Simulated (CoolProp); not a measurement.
The numbers come from the reference Helmholtz-energy equation of state, Lemmon 2006 in CoolProp. It is a short technical equation, of lower accuracy than the large ones.

**Question.** For isopentane, give the phase and the cp (kJ/(kg K)), isothermal compressibility (1/MPa) at 184.1 K and 159 kPa; 242.8 K and 159 kPa; 316.2 K and 159 kPa.

**Answer.** 
- 184.1 K and 159 kPa: liquid; cp 1.80, isothermal compressibility 0.000797
- 242.8 K and 159 kPa: liquid; cp 2.01, isothermal compressibility 0.00133
- 316.2 K and 159 kPa: gas; cp 1.80, isothermal compressibility 6.71
